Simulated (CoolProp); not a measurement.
Isobutane along the isotherm 54.15 °C: fugacity coefficient from the reference equation and from simpler models built on Tc = 134.7 °C, pc = 3.629 MPa, ω = 0.184; each cubic takes its own stable root.

The numbers come from the reference Helmholtz-energy equation of state, Bücker 2006 in CoolProp.

```
p (MPa)   phase  reference
-------  ------  ---------
0.363       gas     0.9316
0.726       gas     0.8628
1.09     liquid     0.6037
1.45     liquid     0.4607
1.81     liquid     0.3746
2.18     liquid     0.3158
2.54     liquid     0.2751
2.9      liquid     0.2446
3.27     liquid     0.2202
3.63     liquid     0.2013
3.99     liquid     0.1859
4.35     liquid     0.1730
4.72     liquid     0.1619
5.08     liquid     0.1527
5.44     liquid     0.1447
```

Q: How far does each simpler model (van der Waals, Redlich-Kwong, Soave-Redlich-Kwong, Peng-Robinson) lie from the reference over these 15 states: mean and median of the absolute difference, and the worst?

A: 
- van der Waals: mean 66.1 %, median 76.5 %, worst +86.7 % at 54.15 °C and 5.44 MPa
- Redlich-Kwong: mean 16.7 %, median 19.0 %, worst +20.3 % at 54.15 °C and 5.44 MPa
- Soave-Redlich-Kwong: mean 2.1 %, median 2.2 %, worst +3.0 % at 54.15 °C and 5.44 MPa
- Peng-Robinson: mean 0.8 %, median 0.9 %, worst -1.3 % at 54.15 °C and 5.44 MPa

At some of these states van der Waals gives the other phase, because its saturation line lies elsewhere.
